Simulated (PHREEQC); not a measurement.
0.38 g of hydrous ferric oxide (600 m²/g; 0.2 weak and 0.005 strong sites per Fe, Dzombak-Morel constants, diffuse double layer) in 1 kg of water with 0.005 mol/kgw of an inert sodium salt and 0.0005 mol/kgw PbCl2 and 0.00042 mol/kgw NiCl2, at 25 °C; the pH is set by adding NaOH or the inert anion's acid. O2 is buffered at 0.21 atm. No CO2 enters from the air. Precipitation was switched off in this run.

The series has 17 steps of pH, from 4 to 10.

The numbers come from PHREEQC with the ion-association model, wateq4f.dat.

**Question.** Near which pH is half of the Pb sorbed, and on which side is more sorbed?

**Answer.** Near pH 5.7, with more sorbed at higher pH.

Along this series the solution becomes supersaturated in solids that the run did not let form, among them Litharge, Ni(OH)2. Complexes and solids missing from the database can't appear.
